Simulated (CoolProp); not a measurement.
Model: reference Helmholtz-energy equation of state, Gao 2016, in CoolProp.

Problem. For sulfur dioxide, give the phase and the Z, cv (kJ/(kg K)), speed of sound (m/s), fugacity coefficient at -55.25 °C and 73.9 bar.

Solution. 
- -55.25 °C and 73.9 bar: liquid; Z 0.165, cv 0.856, speed of sound 1240, fugacity coefficient 0.00129
